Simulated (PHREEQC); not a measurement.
PHREEQC input (ion-association model, wateq4f.dat):

```
SOLUTION_MASTER_SPECIES
  An  An-  0  An  62.0  # stands for a non-complexing anion
SOLUTION_SPECIES
  An- = An-
    -log_k 0
    -gamma 3.0 0
PHASES
  Fix_H+
    H+ = H+
    -log_k 0
SOLUTION 1
  temp 25
  units mmol/kgw
  pH 7 charge
  Cl 1.336
  Cu(2) 0.12
  Pb 0.53
  Ni 0.018
  Na 300
  An 300
END
SELECTED_OUTPUT 1
  -reset false
  -pH true
  -pe true
  -ionic_strength true
  -water true
  -totals Cl Cu Na Ni Pb Cu(1) Cu(2)
  -molalities Hfo_wOH Hfo_wOH2+ Hfo_wO- Hfo_sOH Hfo_sOH2+ Hfo_sO- Hfo_sONi+ Hfo_wONi+ Hfo_sOPb+ Hfo_wOPb+
    Hfo_sOCu+ Hfo_wOCu+
  -saturation_indices Cu(OH)2 Atacamite Litharge Cotunnite Laurionite Ni(OH)2 Halite
USER_PUNCH 1
  -headings sigma psi
  10 PUNCH EDL("sigma", "Hfo"), EDL("psi", "Hfo")
PRINT
  -reset false
USE solution 1
SURFACE 1
  Hfo_wOH 0.00269663 600 1.2
  Hfo_sOH 6.74157e-05
EQUILIBRIUM_PHASES 1
  Fix_H+ -4 HAn 10
    -force_equality true
  O2(g) -0.68 10
END
# ... the last block is repeated for the other 16 points of pH, with NaOH or the acid as the point needs
```

Selected output (columns that matter, 17 of 17 rows; pH added in front):

```
pH	mu	Cl	Cu	Na	Ni	Pb	si_Cu(OH)2	si_Atacamite	si_Litharge	si_Cotunnite	si_Ni(OH)2	si_Halite	sigma	psi
4	0.30321	0.001336	0.00011794	0.3	1.8e-05	0.00046174	-5.1165	-7.3322	-8.6051	-5.1982	-8.093	-5.2889	0.34959	0.12281
4.5	0.3029	0.001336	0.00010551	0.3	1.7998e-05	0.00043425	-4.1647	-5.9286	-7.6318	-5.2245	-7.093	-5.2887	0.32028	0.11842
5	0.30218	0.001336	5.8381e-05	0.3	1.7985e-05	0.00030461	-3.4216	-4.9416	-6.7859	-5.3772	-6.0932	-5.2879	0.2764	0.11108
5.5	0.30126	0.001336	1.4884e-05	0.3	1.7899e-05	0.00010329	-3.0154	-4.6281	-6.2562	-5.8453	-5.0951	-5.2867	0.2288	0.10175
6	0.30079	0.001336	2.6043e-06	0.3	1.7371e-05	1.9882e-05	-2.7756	-4.648	-5.9739	-6.5621	-4.108	-5.2862	0.18029	0.090118
6.5	0.30085	0.001336	4.5318e-07	0.30028	1.4702e-05	3.3835e-06	-2.5596	-4.7161	-5.75	-7.338	-3.1805	-5.2857	0.13582	0.076665
7	0.30098	0.001336	1.1464e-07	0.30059	7.7364e-06	6.0425e-07	-2.3305	-4.7579	-5.5195	-8.1075	-2.4595	-5.2853	0.097843	0.061962
7.5	0.30109	0.001336	8.1404e-08	0.30084	2.0461e-06	1.1849e-07	-2.1001	-4.7971	-5.2887	-8.8768	-2.0377	-5.285	0.064902	0.045583
8	0.3012	0.001336	1.134e-07	0.30107	3.7153e-07	2.7713e-08	-1.8863	-4.8693	-5.0746	-9.6627	-1.7803	-5.2847	0.035563	0.027105
8.5	0.3013	0.001336	1.7522e-07	0.30127	6.0535e-08	8.8304e-09	-1.6881	-4.9731	-4.8762	-10.464	-1.5744	-5.2844	0.0087942	0.0069952
9	0.30141	0.001336	2.7627e-07	0.30147	1.0185e-08	4.1154e-09	-1.489	-5.0748	-4.6767	-11.265	-1.3737	-5.2842	-0.017421	-0.013733
9.5	0.30154	0.001336	4.6526e-07	0.30171	2.302e-09	3.0095e-09	-1.2624	-5.1216	-4.4494	-12.038	-1.1462	-5.2838	-0.045675	-0.033913
10	0.30176	0.001336	8.9976e-07	0.30205	1.4087e-09	3.9535e-09	-0.9761	-5.0491	-4.1616	-12.75	-0.8583	-5.2834	-0.077761	-0.05242
10.5	0.30221	0.0013359	2.1747e-06	0.30263	3.1023e-09	1.0759e-08	-0.5936	-4.7842	-3.7744	-13.363	-0.4712	-5.2827	-0.113	-0.068182
11	0.30334	0.0013359	7.049e-06	0.30389	1.6503e-08	7.5873e-08	-0.0855	-4.2681	-3.248	-13.837	0.055	-5.2812	-0.14724	-0.080247
11.5	0.30665	0.0013359	2.7458e-05	0.30731	1.7198e-07	1.5241e-06	0.4957	-3.6063	-2.5816	-14.171	0.7189	-5.2771	-0.1768	-0.088708
12	0.31705	0.0013359	7.2943e-05	0.31781	2.0384e-06	4.7051e-05	0.881	-3.337	-1.9475	-14.54	1.3498	-5.2649	-0.21341	-0.097059
```

Along this series the solution becomes supersaturated in solids that the run did not let form, among them Cu(OH)2, Ni(OH)2. The database's constant for dissolved Cu(OH)2 is higher than later reviews accept.
